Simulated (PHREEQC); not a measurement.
Solution (20 °C): 110 mmol/kgw CaCl2, 4.1 mmol/kgw CO2 and 20 mmol/kgw NaCl. Closed to the air; pH follows from the charge balance.

The numbers come from PHREEQC with the ion-association model, phreeqc.dat.

Each row changes one thing in this solution. This is a speciation only: nothing precipitates in the calculation.

```
case                                               pH  HCO3- (mol/kgw)  (CO2)2 (mol/kgw)
-----------------------------------------------  ----  ---------------  ----------------
as made                                          4.29          4.88e-5           2.73e-7
0.0041 mol/kgw NaHCO3 added                      6.07          0.00301           2.83e-7
CaCl2 from 0.11 to 0.099 mol/kgw                 4.29          4.88e-5           2.71e-7
CaCl2 left out                                   4.38          4.63e-5           2.56e-7
temperature from 20 to 65 °C                     4.23          5.27e-5           9.21e-7
NaCl left out                                    4.29          4.85e-5           2.72e-7
0.028 mol/kgw HNO3 added                         1.66          1.20e-7           2.84e-7
diluted 5-fold with water                        4.71          2.10e-5           9.99e-9
CaCl2 replaced by Ca(NO3)2 at the same molality  4.29          4.88e-5           2.73e-7
```

Away from 25 °C the constants follow the database's enthalpies or fits; those with neither stay at their 25 °C values.
